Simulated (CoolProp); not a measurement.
Saturation properties of 1-butene.

Computed with CoolProp (reference Helmholtz-energy equation of state, Lemmon 2005). It is a short technical equation, of lower accuracy than the large ones.

| T (K) | p (MPa) | liquid cp (kJ/(kg K)) | surface tension (mN/m) |
|---|---|---|---|
| 224.4 | 0.01340 | 2.024 | 21.7 |
| 230.9 | 0.01933 | 2.043 | 20.8 |
| 237.3 | 0.02710 | 2.062 | 19.9 |
| 243.8 | 0.03739 | 2.083 | 19.0 |
| 250.2 | ___ | 2.105 | 18.2 |
| 256.7 | ___ | 2.128 | 17.3 |
| 263.1 | 0.08736 | 2.152 | 16.5 |
| 269.6 | 0.1127 | ___ | 15.6 |
| 276 | 0.1428 | 2.204 | 14.8 |
| 282.5 | ___ | 2.233 | 13.9 |
| 288.9 | 0.2222 | ___ | 13.1 |
| 295.4 | 0.2732 | 2.295 | 12.3 |
| 301.8 | 0.3315 | 2.328 | 11.5 |

Task: Fill in the missing entries.

Result: 
- 250.2, p (MPa): 0.05038
- 256.7, p (MPa): 0.06702
- 269.6, liquid cp (kJ/(kg K)): 2.178
- 282.5, p (MPa): 0.1795
- 288.9, liquid cp (kJ/(kg K)): 2.263

It boils at 266.8 K under 1 atm.

Surface tension comes from a separate correlation (Mulero 2012).
